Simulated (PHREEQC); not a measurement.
Solution (72 °C and 10 atm): 0.11 mol HF and 0.17 mol KF per kg of water. Closed to the air; pH follows from the charge balance.

All values are PHREEQC results (ion-association model, phreeqc.dat), not measurements.

- pH: 3.67
- ionic strength: 0.170 mol/kgw
- activity of water: 0.993
- density: 0.986 g/cm³
- total alkalinity: -110 meq/kg

| species | molality | activity | log γ |
|---|---|---|---|
| K+ | 0.170 | 0.119 | -0.153 |
| F- | 0.131 | 0.0914 | -0.156 |
| HF | 0.0702 | 0.0730 | 0.017 |
| HF2- | 0.0396 | 0.0290 | -0.135 |
| H+ | 0.000271 | 0.000214 | -0.103 |
| OH- | 1.19e-9 | 8.32e-10 | -0.156 |

This is a speciation only: nothing precipitates in the calculation. Constants without temperature data keep their 25 °C values here.
